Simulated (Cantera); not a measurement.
A perfectly stirred reactor is fed with H2 : O2 : N2 = 1 : 0.806 : 3.03 (molar parts), at 4.93 atm; it is adiabatic with a 675 K inlet, and is followed from long to short residence time, starting on the burning branch (τ in s: 0.021, 0.011, 0.0054, 0.0027, 0.0014, 0.00069, 0.00035, 0.00018, 8.9e-05, 4.5e-05, 2.3e-05).

Detailed kinetics in Cantera: GRI-Mech 3.0 (53 species, 325 reactions). The hydrogen kinetics of GRI-Mech 3.0 are dated; newer H2 mechanisms differ, most at raised pressure.

x: mole fraction; the columns are a selection and need not sum to one.

```csv
τ (s),T (K),x H2,x O2,x NO,x H,x H2O2
0.021,2179,0.000448,0.0692,(withheld),5.23e-5,4.40e-7
0.011,2179,0.000498,0.0694,(withheld),5.95e-5,4.49e-7
0.0054,2177,0.000597,0.0694,(withheld),7.48e-5,4.66e-7
0.0027,2174,0.000775,0.0694,(withheld),0.000105,4.97e-7
0.0014,2168,0.00106,0.0693,(withheld),0.000163,5.49e-7
0.00069,2158,0.00157,0.0692,(withheld),0.000286,6.40e-7
0.00035,2144,0.00235,0.0691,(withheld),0.000520,7.70e-7
0.00018,2124,0.00350,0.0690,(withheld),0.000953,9.44e-7
8.9e-5,2092,0.00531,0.0691,(withheld),0.00180,1.19e-6
4.5e-5,2048,0.00782,0.0695,(withheld),0.00327,1.50e-6
2.3e-5,1988,0.0112,0.0703,(withheld),0.00564,1.92e-6
```

Question: Complete the blanks.

Answer: 
- 0.021, x NO: 0.000820
- 0.011, x NO: 0.000480
- 0.0054, x NO: 0.000277
- 0.0027, x NO: 0.000174
- 0.0014, x NO: 0.000121
- 0.00069, x NO: 8.80e-5
- 0.00035, x NO: 6.76e-5
- 0.00018, x NO: 5.32e-5
- 8.9e-5, x NO: 4.25e-5
- 4.5e-5, x NO: 3.63e-5
- 2.3e-5, x NO: 3.31e-5
